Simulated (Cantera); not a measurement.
Feed: 1 mol Si3N4, 2.1 mol N2O, 2.6 mol H2, equilibrated at 3.40 Pa.

These are equilibrium values from Cantera (NASA tables, ideal gas, pure condensed phases), not measurements of a reactor. Candidate condensed phases: H2O, Si, SiO2, Si2N2O, Si3N4; 35 gas species. The numbers say what is thermodynamically allowed, not how fast it happens.

Problem. Which condensed phases are stable at each of these points (T (K)): 1598, 1648, 1698, 1748, 1798, 1848, 1898, 1948, 1998, 2048, 2098, 2148?

Solution. 
```
T (K)  condensed phases  Si condensed (%)
-----  ----------------  ----------------
1598              Si(s)              29.2
1648              Si(s)              27.7
1698              Si(l)              24.0
1748              Si(l)              16.4
1798           gas only               0.0
1848           gas only               0.0
1898           gas only               0.0
1948           gas only               0.0
1998           gas only               0.0
2048           gas only               0.0
2098           gas only               0.0
2148           gas only               0.0
```

From 1598 K to 1648 K the condensed part is Si(s). From 1698 K to 1748 K the condensed part is Si(l). From 1798 K to 2148 K nothing is condensed.
